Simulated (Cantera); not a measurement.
A freely propagating, adiabatic, planar premixed flame of CH3OH : O2 : N2 = 1 : 1.58 : 5.94 (molar parts), unburnt at 425 K and 1.68 atm; mixture-averaged transport, grid criteria slope 0.08 and curve 0.16, no radiation.

Cantera simulation using GRI-Mech 3.0 (53 species, 325 reactions); the numbers are that mechanism's predictions, not measurements. GRI-Mech 3.0 was tuned for natural gas; its chemistry of methanol as a main component is partial and can be far from experiment. Burning velocities carry a grid error of a few per cent, more on coarse grids.

Task: What does this change do: 0.17 parts H2 added?

Result: 
| quantity | before | after |
|---|---|---|
| laminar burning velocity | 60.4 cm/s | 73.3 cm/s |
| thermal thickness | 0.213 mm | 0.188 mm |
| peak x(CO) | 0.0620 | 0.0659 |
| peak x(H2O2) | 0.00128 | 0.00138 |
